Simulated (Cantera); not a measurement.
An isothermal, constant-pressure homogeneous reactor starts with C₂H₆ : N₂ = 1 : 16 (molar parts), at 1323 K and 0.118 atm. Integrator tolerance rtol = 1e-08.

Cantera simulation using GRI-Mech 3.0 (53 species, 325 reactions); the numbers are that mechanism's predictions, not measurements. GRI-Mech 3.0 stops at C3 and has no aromatics, soot or wall deposition, so with more carbon than oxygen in the feed, carbon stays in small species such as C2H2 where larger ones or solid carbon would form.

**Question.** What does this change do: temperature 1323 to 1225 K?

**Answer.** 
```csv
quantity,before,after
x(C₂H₆) at 3.00 s,1.43e-6 (gas-phase equilibrium 2.64e-7),1.49e-5 (gas-phase equilibrium 1.98e-6)
x(C₂H₂) at 3.00 s,0.0449 (gas-phase equilibrium 0.0223),0.0337 (gas-phase equilibrium 0.0207)
x(C₂H₄) at 3.00 s,0.00221 (gas-phase equilibrium 0.000556),0.0155 (gas-phase equilibrium 0.00173)
x(CH₄) at 3.00 s,0.0125 (gas-phase equilibrium 0.00413),0.00945 (gas-phase equilibrium 0.0137)
x(C₂H) at 3.00 s,3.08e-10 (gas-phase equilibrium 1.76e-10),6.41e-11 (gas-phase equilibrium 1.49e-11)
x(HCN) at 3.00 s,1.12e-8 (gas-phase equilibrium 0.0560),6.88e-10 (gas-phase equilibrium 0.0483)
x(H) at 3.00 s,1.09e-6 (gas-phase equilibrium 1.45e-6),6.44e-7 (gas-phase equilibrium 2.63e-7)
```
